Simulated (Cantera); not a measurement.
Input: 1 mol Si, 1 mol F2, held at 1248 K and 41000 Pa.

These are equilibrium values from Cantera (NASA tables, ideal gas, pure condensed phases), not measurements of a reactor. Candidate condensed phases: Si; 9 gas species. The tables' values for SiF3, SiF2 are old estimates; treat these amounts as uncertain. Kinetics and transport are ignored.

Base state: SiF4 0.985, SiF3 0.0149, SiF2 0.000217 (mole fractions); condensed: Si(s).

Task: What changes in the equilibrium state with this change: 0.0017 mol H2 added?

Result: 
| species | before | after |
|---|---|---|
| SiF4 | 0.985 | 0.980 |
| SiF3 | 0.0149 | 0.0148 |
| SiHF3 | 0 | 0.00366 |
| H2 | 0 | 0.00153 |
| HF | 0 | 2.26e-5 |
| SiF2 | 0.000217 | 0.000217 |
| Si(s), mol | 0.498 | 0.498 |
